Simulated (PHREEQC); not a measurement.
## City or well water (model solution)

A made-up water analysis in mg/L, 55 °C, pH 6.32, pe 2.9:

```tsv
constituent	mg/L
Na	117
K	11.3
Ca	45.6
Mg	66.9
Cl	144
S(6) as SO4	57.3
Alkalinity as HCO3	468
Zn	0.495
Ba	0.251
B	3.21
```

Na is adjusted to close the charge balance.
Valence states are taken as typed.

All values are PHREEQC results (ion-association model, phreeqc.dat), not measurements.

Precipitation was switched off in this run.

Question: Predict the ionic strength, specific conductance.

Answer: ionic strength 0.0162 mol/kgw; specific conductance 2110 µS/cm.

Question: In which forms is S present?

Answer: SO4-2 66 %, MgSO4 27 %, CaSO4 5.3 %, NaSO4- 1.1 % of the S.

Species that the database lacks are ignored. At this temperature some constants are extrapolated from 25 °C, and those without enthalpy data are left unchanged. The database's zinc carbonate complexes are estimates, stronger than later reviews accept.
